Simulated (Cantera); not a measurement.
An adiabatic, constant-volume homogeneous reactor starts with 2.25 % CH₄, 0.383 % C₂H₆, 0.221 % C₃H₈, 20.4 % O₂, 76.7 % N₂, equivalence ratio 0.34, at 1148 K and 5.40 bar.

Cantera simulation using GRI-Mech 3.0 (53 species, 325 reactions); the numbers are that mechanism's predictions, not measurements.

x: mole fraction; the columns are a selection and need not sum to one.

| t (s) | T (K) | P (bar) | x CH₄ | x C₂H₆ | x C₃H₈ | x HCN | x HCO | x CO | x CH₂O |
|---|---|---|---|---|---|---|---|---|---|
| 2.00e-6 | 1148 | 5.40 | 0.0225 | 0.00383 | 0.00221 | <1e-12 | <1e-12 | <1e-12 | 4.98e-11 |
| 6.38e-6 | 1148 | 5.40 | 0.0225 | 0.00383 | 0.00221 | <1e-12 | <1e-12 | <1e-12 | 5.19e-10 |
| 2.04e-5 | 1148 | 5.40 | 0.0225 | 0.00383 | 0.00221 | <1e-12 | <1e-12 | 1.30e-12 | 5.35e-9 |
| 6.50e-5 | 1148 | 5.40 | 0.0225 | 0.00383 | 0.00221 | <1e-12 | <1e-12 | 4.38e-11 | 5.59e-8 |
| 0.000208 | 1148 | 5.40 | 0.0225 | 0.00382 | 0.00220 | <1e-12 | <1e-12 | (withheld) | 6.38e-7 |
| 0.000662 | 1148 | 5.40 | 0.0225 | 0.00382 | 0.00220 | <1e-12 | 7.97e-12 | (withheld) | 1.23e-5 |
| 0.00211 | 1191 | 5.62 | 0.0200 | 0.00242 | 0.00132 | <1e-12 | 7.76e-8 | (withheld) | 0.00160 |
| 0.00675 | 2111 | 9.97 | <1e-12 | <1e-12 | <1e-12 | <1e-12 | 1.79e-12 | 0.000101 | <1e-12 |
| 0.0215 | 2110 | 9.97 | <1e-12 | <1e-12 | <1e-12 | <1e-12 | 1.76e-12 | 0.000100 | <1e-12 |
| 0.0687 | 2106 | 9.95 | <1e-12 | <1e-12 | <1e-12 | <1e-12 | 1.67e-12 | 9.77e-5 | <1e-12 |
| 0.219 | 2098 | 9.91 | <1e-12 | <1e-12 | <1e-12 | <1e-12 | 1.49e-12 | 9.26e-5 | <1e-12 |
| 0.700 | 2090 | 9.88 | <1e-12 | <1e-12 | <1e-12 | <1e-12 | 1.34e-12 | 8.81e-5 | <1e-12 |

Task: What belongs in the gaps?

Result: 
- 0.000208, x CO: 1.76e-9
- 0.000662, x CO: 1.60e-7
- 0.00211, x CO: 0.00151
